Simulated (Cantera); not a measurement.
## Premixed flame

A freely propagating, adiabatic, planar premixed flame of H2 : O2 : N2 = 1 : 0.98 : 3.69 (molar parts), unburnt at 325 K and 570000 Pa; multicomponent+Soret transport, grid criteria slope 0.08 and curve 0.16, no radiation.

Detailed kinetics in Cantera: the H2/O2 subset of GRI-Mech 3.0, which has no nitrogen chemistry. The hydrogen kinetics of GRI-Mech 3.0 are dated; newer H2 mechanisms differ, most at raised pressure. Burning velocities carry a grid error of a few per cent, more on coarse grids. Lean hydrogen flames are cellular in practice and burn faster than this planar one.

| z (mm) | T (K) | u (m/s) | x H2 | x O2 | x H | x OH | x O | x H2O |
|---|---|---|---|---|---|---|---|---|
| -0.462 | 326 | 0.162 | 0.166 | 0.175 | <1e-8 | <1e-8 | <1e-8 | 8.41e-5 |
| -0.308 | 335 | 0.163 | 0.146 | 0.179 | <1e-8 | <1e-8 | <1e-8 | 0.00113 |
| -0.231 | 361 | 0.172 | 0.123 | 0.183 | <1e-8 | <1e-8 | <1e-8 | 0.00479 |
| -0.154 | 470 | 0.218 | 0.0887 | 0.182 | <1e-8 | <1e-8 | <1e-8 | 0.0214 |
| -0.0771 | 823 | 0.375 | 0.0498 | 0.162 | 7.71e-8 | 1.67e-7 | 4.01e-7 | 0.0719 |
| -0.0385 | 1126 | 0.512 | 0.0298 | 0.139 | 3.11e-5 | 5.11e-5 | 3.77e-5 | 0.114 |
| 0 | 1423 | 0.650 | 0.0120 | 0.114 | 0.000283 | 0.000766 | 0.000427 | 0.157 |
| 0.0385 | 1570 | 0.718 | 0.00353 | 0.101 | 0.000235 | 0.00158 | 0.000539 | 0.178 |
| 0.0771 | 1620 | 0.741 | 0.00116 | 0.0975 | 8.56e-5 | 0.00148 | 0.000311 | 0.184 |
| 0.154 | 1643 | 0.752 | 0.000224 | 0.0965 | 1.10e-5 | 0.000879 | 8.55e-5 | 0.187 |
| 0.308 | 1649 | 0.754 | 2.96e-5 | 0.0965 | 8.33e-7 | 0.000417 | 1.72e-5 | 0.188 |
| 0.617 | 1650 | 0.755 | 5.28e-6 | 0.0965 | 1.23e-7 | 0.000234 | 5.26e-6 | 0.188 |
| 1.23 | 1650 | 0.755 | 3.12e-6 | 0.0965 | 7.00e-8 | 0.000192 | 3.54e-6 | 0.188 |
x: mole fraction of selected species; z is measured from the peak of heat release.

```json
{
 "laminar_burning_velocity": "16.4 cm/s",
 "thermal_thickness": "0.154 mm",
 "peak x(H)": "0.000317",
 "peak x(OH)": "0.00161",
 "peak x(O)": "0.000576",
 "grid_points": "118"
}
```
